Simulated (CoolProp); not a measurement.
Octamethylcyclotetrasiloxane (D4) along the isotherm 619.8 K: density (kg/m³) from the reference equation and from simpler models built on Tc = 586.5 K, pc = 1347 kPa, ω = 0.598; each cubic takes its own stable root.

Computed with CoolProp (reference Helmholtz-energy equation of state, Thol 2015).

| p (kPa) | phase | reference | ideal gas | van der Waals | Soave-Redlich-Kwong | Peng-Robinson |
|---|---|---|---|---|---|---|
| 135 | gas | 8.002 | 7.770 | 7.982 | 7.992 | 8.021 |
| 269 | gas | 16.45 | 15.48 | 16.37 | 16.40 | 16.53 |
| 404 | gas | 25.55 | 23.25 | 25.37 | 25.43 | 25.72 |
| 539 | gas | 35.36 | 31.02 | 35.02 | 35.10 | 35.65 |
| 674 | gas | 45.99 | 38.79 | 45.48 | 45.52 | 46.44 |
| 808 | gas | 57.53 | 46.51 | 56.86 | 56.77 | 58.18 |
| 943 | gas | 70.39 | 54.28 | 69.62 | 69.20 | 71.24 |
| 1080 | gas | 85.01 | 62.16 | 84.39 | 83.20 | 86.10 |
| 1210 | gas | 100.8 | 69.65 | 100.9 | 98.15 | 102.1 |
| 1350 | supercritical | 120.5 | 77.70 | 123.0 | 116.6 | 121.9 |
| 1480 | supercritical | 142.3 | 85.19 | 151.3 | 136.6 | 143.6 |
| 1620 | supercritical | 171.1 | 93.24 | 202.5 | 162.4 | 171.6 |
| 1750 | supercritical | 205.0 | 100.7 | 255.9 | 191.2 | 202.9 |
| 1890 | supercritical | 250.2 | 108.8 | 285.8 | 226.7 | 241.4 |
| 2020 | supercritical | 296.0 | 116.3 | 303.2 | 259.6 | 277.6 |
